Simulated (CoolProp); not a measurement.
Vapour pressure (MPa) of n-nonane: the reference equation beside estimates from Tc = 321.4 °C, pc = 2.282 MPa, ω = 0.443.

Model: reference Helmholtz-energy equation of state, Lemmon 2006, in CoolProp. It is a short technical equation, of lower accuracy than the large ones.

| T (°C) | reference | Lee-Kesler | van der Waals | Soave-Redlich-Kwong | Peng-Robinson |
|---|---|---|---|---|---|
| 198.45 | 0.3083 | 0.3112 | 0.8409 | 0.3128 | 0.3096 |
| 205.15 | 0.3531 | 0.3565 | 0.8976 | 0.3588 | 0.3549 |
| 211.85 | 0.4028 | 0.4067 | 0.9567 | 0.4099 | 0.4051 |
| 218.55 | 0.4576 | 0.4620 | 1.018 | 0.4663 | 0.4606 |
| 225.35 | 0.5188 | 0.5238 | 1.083 | 0.5294 | 0.5227 |
| 232.05 | 0.5851 | 0.5905 | 1.150 | 0.5976 | 0.5900 |
| 238.75 | 0.6576 | 0.6636 | 1.218 | 0.6723 | 0.6638 |
| 245.45 | 0.7367 | 0.7432 | 1.290 | 0.7538 | 0.7444 |
| 252.25 | 0.8243 | 0.8314 | 1.365 | 0.8439 | 0.8336 |
| 258.95 | 0.9182 | 0.9258 | 1.441 | 0.9404 | 0.9293 |
| 265.65 | 1.020 | 1.028 | 1.520 | 1.045 | 1.033 |
| 272.35 | 1.131 | 1.139 | 1.602 | 1.158 | 1.146 |
| 279.15 | 1.252 | 1.262 | 1.688 | 1.281 | 1.269 |
| 285.85 | 1.382 | 1.392 | 1.775 | 1.412 | 1.401 |
| 292.55 | 1.523 | 1.533 | 1.865 | 1.553 | 1.542 |

Absolute difference from the reference over all 15 rows, mean and median: Lee-Kesler 0.9 and 0.9 %, van der Waals 83.4 and 75.1 %, Soave-Redlich-Kwong 2.1 and 2.2 %, Peng-Robinson 1.0 and 1.0 %.
